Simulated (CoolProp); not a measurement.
A single-stage vapour-compression cycle with the fluid: evaporating at 250.15 K (dew point), condensing at 288.15 K (bubble point), superheat 10 K, subcooling 0 K, compressor efficiency 0.75, no pressure losses. The same conditions are run with several fluids, on thermodynamics alone (safety and materials aside).

Values from CoolProp's reference Helmholtz-energy equation of state of each fluid (fluoroethane (R161): Wu 2012; R125: Lemmon 2005; R143a: Lemmon and Jacobsen 2000; R124: de Vries 1995; R1224YDZ: Akasaka 2023; R236FA: Pan 2012).

| fluid | cooling COP | pressure ratio | discharge temperature (K) | refrigerating effect (kJ/kg) | volumetric capacity (kJ/m³) |
|---|---|---|---|---|---|
| fluoroethane (R161) | 4.20 | 3.68 | 332.5 | 340 | 1500 |
| R125 | 3.90 | 3.48 | 306.7 | 110 | 1990 |
| R143a | 4.02 | 3.42 | 313.9 | 162 | 1930 |
| R124 | 4.23 | 4.46 | 309.8 | 137 | (withheld) |
| R1224YDZ | 4.30 | 5.68 | (withheld) | (withheld) | 190 |
| R236FA | 4.18 | 5.10 | 303.3 | 132 | (withheld) |

Task: Complete the blanks.

Result: 
- R124, volumetric capacity (kJ/m³): 552
- R1224YDZ, discharge temperature (K): 310.7
- R1224YDZ, refrigerating effect (kJ/kg): 152
- R236FA, volumetric capacity (kJ/m³): 357
